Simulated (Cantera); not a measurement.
An isothermal plug-flow reactor at 1150 K and 2.30 bar (inlet), inlet velocity 0.49 m/s, active area per volume 2800 1/m; feed 0.855 % CH4, 1.24 % O2, 97.9 % N2, equivalence ratio 1.4.

Computed with Cantera and Deutschmann's 1995 Pt surface mechanism with GRI-Mech 3.0 gas chemistry. Catalytic surfaces can have several steady states; this one follows from the mechanism file's or the stated starting coverage. Mass transfer to the wall is taken as infinitely fast.

x: gas mole fraction; θ: surface coverage.

```tsv
z (m)	x CH4	x O2	x H2O	x CO2	x CO	θ free Pt	θ H*	θ O*	θ OH*	θ CO*	θ C*
3.7e-05	0.00753	0.0104	0.00204	0.00101	1.11e-5	0.498	1.99e-6	0.500	0.00105	4.90e-5	5.93e-7
6.1e-05	0.00689	0.00909	0.00331	0.00164	1.04e-5	0.510	2.56e-6	0.489	0.00130	4.84e-5	5.86e-7
0.0001	0.00591	0.00712	0.00528	0.00263	9.51e-6	0.533	3.47e-6	0.466	0.00161	4.82e-5	5.83e-7
0.00017	[?]	[?]	[?]	[?]	[?]	[?]	[?]	[?]	[?]	[?]	[?]
0.00028	0.000973	5.52e-5	0.0118	0.00523	0.00231	0.924	0.00364	4.37e-6	9.44e-6	0.0355	0.0363
0.00047	[?]	[?]	0.0110	0.00525	0.00320	0.941	0.00483	2.56e-6	7.02e-6	0.0507	[?]
0.00079	4.69e-7	2.31e-12	0.0109	0.00529	0.00321	0.944	0.00492	2.49e-6	6.89e-6	0.0512	4.87e-5
0.0013	1.13e-9	1.31e-12	0.0108	0.00536	0.00314	0.945	0.00495	2.45e-6	6.81e-6	0.0502	1.64e-5
0.0022	2.56e-10	<1e-12	0.0107	0.00548	0.00302	0.946	0.00500	2.39e-6	6.69e-6	0.0485	1.63e-5
0.0037	2.54e-10	<1e-12	0.0105	0.00566	0.00284	0.949	0.00507	2.29e-6	6.52e-6	0.0459	1.61e-5
```

Q: What belongs in the gaps?

A: 
- 0.00017, x CH4: 0.00423
- 0.00017, x O2: 0.00378
- 0.00017, x H2O: 0.00862
- 0.00017, x CO2: 0.00430
- 0.00017, x CO: 8.43e-6
- 0.00017, θ free Pt: 0.608
- 0.00017, θ H*: 5.83e-6
- 0.00017, θ O*: 0.390
- 0.00017, θ OH*: 0.00198
- 0.00017, θ CO*: 5.59e-5
- 0.00017, θ C*: 6.77e-7
- 0.00047, x CH4: 5.67e-5
- 0.00047, x O2: 1.27e-8
- 0.00047, θ C*: 0.00378
